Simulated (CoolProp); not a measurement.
A Linde-Hampson liquefier for methane: isothermal reversible compression at 290 K from 1 atm to 25 MPa, throttling to 1 atm, return gas leaving the recuperator 0 K below the feed. Each further row changes one setting.

The numbers come from the reference Helmholtz-energy equation of state, Setzmann 1991 in CoolProp.

```json
[
 {"case": "as stated", "liquid yield per pass": "[?]", "compression work (kJ/kg of gas)": "774"},
 {"case": "high pressure 50 MPa", "liquid yield per pass": "[?]", "compression work (kJ/kg of gas)": "[?]"},
 {"case": "warm-end temperature 320 K", "liquid yield per pass": "[?]", "compression work (kJ/kg of gas)": "[?]"},
 {"case": "warm-end gap 5 K", "liquid yield per pass": "0.231", "compression work (kJ/kg of gas)": "774"}
]
```

Task: Complete the blanks.

Result: 
- as stated, liquid yield per pass: 0.241
- high pressure 50 MPa, liquid yield per pass: 0.267
- high pressure 50 MPa, compression work (kJ/kg of gas): 877
- warm-end temperature 320 K, liquid yield per pass: 0.184
- warm-end temperature 320 K, compression work (kJ/kg of gas): 875
